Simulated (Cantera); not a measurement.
# Ignition delay

Mixture: CH4 : O2 : N2 = 1 : 3.17 : 11.9 (molar parts), at 10.0 bar, adiabatic and at constant pressure. Ignition delay is the time to a rise of 400 K.

Detailed kinetics in Cantera: GRI-Mech 3.0 (53 species, 325 reactions).

```csv
T0 (K),delay (ms)
1000,73.3
1100,14.7
1200,3.86
1300,1.19
1400,0.412
1500,0.157
1600,0.0659
1700,0.0302
1800,0.0152
1900,0.00827
```

The apparent activation energy between 1700 and 1900 K comes out as 170 kJ/mol.
